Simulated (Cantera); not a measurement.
**Adiabatic ignition**

An adiabatic, constant-pressure homogeneous reactor starts with 43.3 % H2, 10.3 % O2, 46.4 % N2, at 1275 K and 7500 Torr.

Computed with Cantera and the H2/O2 subset of GRI-Mech 3.0, which has no nitrogen chemistry. The hydrogen kinetics of GRI-Mech 3.0 are dated; newer H2 mechanisms differ, most at raised pressure.

```json
[
 {"t (s)": "9.00e-6", "T (K)": "1672", "x H2": "0.335", "x O2": "0.0578", "x HO2": "0.000257", "x O": "0.00232", "x H": "0.0359"},
 {"t (s)": "1.84e-5", "T (K)": "2651", "x H2": "0.246", "x O2": "3.88e-5", "x HO2": "1.51e-7", "x O": "9.85e-5", "x H": "0.0130"},
 {"t (s)": "3.77e-5", "T (K)": "2683", "x H2": "0.248", "x O2": "1.66e-5", "x HO2": "5.15e-8", "x O": "4.47e-5", "x H": "0.00871"},
 {"t (s)": "7.72e-5", "T (K)": "2684", "x H2": "0.249", "x O2": "1.57e-5", "x HO2": "4.82e-8", "x O": "4.26e-5", "x H": "0.00850"},
 {"t (s)": "0.000158", "T (K)": "2684", "x H2": "0.249", "x O2": "1.57e-5", "x HO2": "4.81e-8", "x O": "4.26e-5", "x H": "0.00850"},
 {"t (s)": "0.000324", "T (K)": "2684", "x H2": "0.249", "x O2": "1.57e-5", "x HO2": "4.81e-8", "x O": "4.26e-5", "x H": "0.00850"},
 {"t (s)": "0.000663", "T (K)": "2684", "x H2": "0.249", "x O2": "1.57e-5", "x HO2": "4.81e-8", "x O": "4.26e-5", "x H": "0.00850"},
 {"t (s)": "0.00136", "T (K)": "2684", "x H2": "0.249", "x O2": "1.57e-5", "x HO2": "4.81e-8", "x O": "4.26e-5", "x H": "0.00850"},
 {"t (s)": "0.00278", "T (K)": "2684", "x H2": "0.249", "x O2": "1.57e-5", "x HO2": "4.81e-8", "x O": "4.26e-5", "x H": "0.00850"},
 {"t (s)": "0.00569", "T (K)": "2684", "x H2": "0.249", "x O2": "1.57e-5", "x HO2": "4.81e-8", "x O": "4.26e-5", "x H": "0.00850"},
 {"t (s)": "0.0117", "T (K)": "2684", "x H2": "0.249", "x O2": "1.57e-5", "x HO2": "4.81e-8", "x O": "4.26e-5", "x H": "0.00850"},
 {"t (s)": "0.0239", "T (K)": "2684", "x H2": "0.249", "x O2": "1.57e-5", "x HO2": "4.81e-8", "x O": "4.26e-5", "x H": "0.00850"},
 {"t (s)": "0.0488", "T (K)": "2684", "x H2": "0.249", "x O2": "1.57e-5", "x HO2": "4.81e-8", "x O": "4.26e-5", "x H": "0.00850"},
 {"t (s)": "0.100", "T (K)": "2684", "x H2": "0.249", "x O2": "1.57e-5", "x HO2": "4.81e-8", "x O": "4.26e-5", "x H": "0.00850"}
]
```
x: mole fraction; the columns are a selection and need not sum to one.

| Quantity | Result |
|---|---|
| time of steepest temperature rise | 9.09 µs |
| temperature at 0.100 s | 2684 K |
| equilibrium temperature | 2684 K |
| x(H2) at 0.100 s | 0.249 (gas-phase equilibrium 0.249) |
| x(O2) at 0.100 s | 1.57e-5 (gas-phase equilibrium 1.57e-5) |
| x(HO2) at 0.100 s | 4.81e-8 (gas-phase equilibrium 4.81e-8) |
